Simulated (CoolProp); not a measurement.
Vapour-liquid equilibrium of hexamethyldisiloxane (MM) (1) + toluene (2) at 185.05 °C; x and y are mole fractions of (1).

Model: multi-fluid Helmholtz-energy mixture model, Thol 2016 and Lemmon 2006; pair parameters Bell 2016, in CoolProp.

```json
[
 {"x": "0.05", "bubble pressure, mixture model (MPa)": "0.5812", "bubble pressure, Raoult's law (MPa)": "0.5767", "y, mixture model": "0.065", "y, Raoult's law": "0.061"},
 {"x": "0.2", "bubble pressure, mixture model (MPa)": "0.6131", "bubble pressure, Raoult's law (MPa)": "0.5970", "y, mixture model": "0.244", "y, Raoult's law": "0.236"},
 {"x": "0.35", "bubble pressure, mixture model (MPa)": "0.6411", "bubble pressure, Raoult's law (MPa)": "0.6173", "y, mixture model": "0.401", "y, Raoult's law": "0.400"},
 {"x": "0.5", "bubble pressure, mixture model (MPa)": "0.6646", "bubble pressure, Raoult's law (MPa)": "0.6376", "y, mixture model": "0.544", "y, Raoult's law": "0.553"},
 {"x": "0.65", "bubble pressure, mixture model (MPa)": "0.6832", "bubble pressure, Raoult's law (MPa)": "0.6579", "y, mixture model": "0.679", "y, Raoult's law": "0.697"},
 {"x": "0.8", "bubble pressure, mixture model (MPa)": "0.6966", "bubble pressure, Raoult's law (MPa)": "0.6782", "y, mixture model": "0.812", "y, Raoult's law": "0.832"},
 {"x": "0.95", "bubble pressure, mixture model (MPa)": "0.7042", "bubble pressure, Raoult's law (MPa)": "0.6985", "y, mixture model": "0.951", "y, Raoult's law": "0.959"}
]
```

The largest gap from Raoult's law is +4.2 % in bubble pressure, at x = 0.5. No azeotrope shows between x = 0.05 and 0.95.

Pair parameters are fitted to limited data, so mixtures are less certain than the pure fluids.
